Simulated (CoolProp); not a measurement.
The numbers come from the reference Helmholtz-energy equation of state, Span 2000 in CoolProp.

Q: For nitrogen, give the phase and the cv (kJ/(kg K)), speed of sound (m/s), Joule-Thomson coefficient (K/MPa), viscosity (µPa s) at 401.9 K and 39.4 kPa; 382.9 K and 20.1 kPa.

A: 
- 401.9 K and 39.4 kPa: gas; cv 0.748, speed of sound 408, Joule-Thomson coefficient 0.996, viscosity 22.3
- 382.9 K and 20.1 kPa: gas; cv 0.746, speed of sound 399, Joule-Thomson coefficient 1.16, viscosity 21.5

Viscosity comes from a separate model (Lemmon 2004).
